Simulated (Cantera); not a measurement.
# Thermodynamics of boron, boron nitride and boron oxide, feed borazine + H2O + Cl2

Input: 1 mol borazine, 0.18 mol H2O, 0.00056 mol Cl2, held at 20.0 Pa.

Equilibrium computed with Cantera from the NASA thermochemical tables; the gas is ideal and each condensed phase is pure. Candidate condensed phases: B, BN, B2O3, B3O3H3, H2O, NH4Cl; 49 gas species. The feed counts by its element totals alone. Mutual solubility and eutectic melting of coexisting phases are not modelled. The tables' values for BH2, BCl, BOCl are old estimates; treat these amounts as uncertain. Kinetics and transport are ignored.

From 1025 K to 1325 K the condensed part is BN(s) + B2O3(l). From 1425 K to 1725 K the condensed part is BN(s). From 1825 K to 1925 K the condensed part is B(s) + BN(s). From 2025 K to 2225 K the condensed part is B(s). The main B-bearing gas is HBO2 at 1025 K and BO at 2225 K.

```
T (K)  log p H2  log p N2  log p H  log p HBO  log p BO  log p B  log p B2O3  n BN(s)  n B2O3(l)  n B(s)
-----  --------  --------  -------  ---------  --------  -------  ----------  -------  ---------  ------
1025      -3.71     -5.43   -10.21      -9.45    -14.14     <-15      -10.97     2.88     0.0598       0
1125      -3.71     -5.43    -9.21      -8.12    -11.91     <-15       -9.18     2.88     0.0593       0
1225      -3.71     -5.43    -8.36      -7.02    -10.06     <-15       -7.69     2.88     0.0569       0
1325      -3.71     -5.43    -7.64      -6.09     -8.49     <-15       -6.44     2.88     0.0419       0
1425      -3.72     -5.38    -7.03      -5.47     -7.31   -14.64       -5.83     2.86          0       0
1525      -3.73     -5.31    -6.49      -5.24     -6.60   -12.73       -6.25     2.83          0       0
1625      -3.73     -5.28    -6.02      -5.17     -6.11   -11.05       -7.01     2.82          0       0
1725      -3.74     -5.28    -5.60      -5.18     -5.75    -9.55       -7.91     2.82          0       0
1825      -3.75     -5.17    -5.23      -5.24     -5.48    -8.26       -8.81     2.77          0  0.0511
1925      -3.84     -4.43    -4.94      -5.45     -5.36    -7.44       -9.63     1.45          0    1.37
2025      -3.95     -4.23    -4.69      -5.72     -5.31    -6.70      -10.57        0          0    2.81
2125      -4.00     -4.25    -4.44      -5.94     -5.27    -6.03      -11.42        0          0    2.79
2225      -4.10     -4.29    -4.24      -6.20     -5.27    -5.42      -12.31        0          0    2.70
```
log p: log10 of the partial pressure in bar; n: condensed amount in mol.
